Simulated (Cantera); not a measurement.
**B2H6 + O2 + H2 (boron, boron nitride and boron oxide)**

Feed: 1 mol B2H6, 7.9 mol O2, 2.4 mol H2, held at 848.15 K and 0.133 bar.

Method: chemical equilibrium by Gibbs-energy minimisation in Cantera with the NASA 1993 tables (ideal gas, pure condensed phases). Candidate condensed phases: B, B2O3, B3O3H3, H2O; 23 gas species. The feed counts by its element totals alone. Gases not in the tables: H3BO3. Equilibrium is a limit: real reactors are often held back by kinetics, nucleation or transport.

```yaml
x(H2O): 0.580
x(O2): 0.409
x((HBO2)3): 0.0108
x(HBO2): 1.24e-6
n(B2O3(l)): 0.853 mol
gas_amount: 9.051 mol
log10 activity of B(s) (absent): -31.45
log10 activity of B3O3H3(s) (absent): -56.46
```
